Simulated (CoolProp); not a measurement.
Vapour-liquid equilibrium of n-perfluoropentane (1) + n-pentane (2) at 337.1 K; x and y are mole fractions of (1).

Model: multi-fluid Helmholtz-energy mixture model, Gao 2022 and Thol 2019; pair parameters Bell 2016, in CoolProp.

Q: Give the bubble pressure and the first vapour's composition at x = 0.275, 0.425, 0.5. Is there an azeotrope?

A: x = 0.275: 404.4 kPa, y = 0.471; x = 0.425: 413.8 kPa, y = 0.506; x = 0.5: 415.6 kPa, y = 0.524. y crosses x between x = 0.5 and 0.575: the model has an azeotrope there.

Pair parameters are fitted to limited data, so mixtures are less certain than the pure fluids. With so large a gap from Raoult's law the liquid may split in two, which this calculation doesn't test in full.
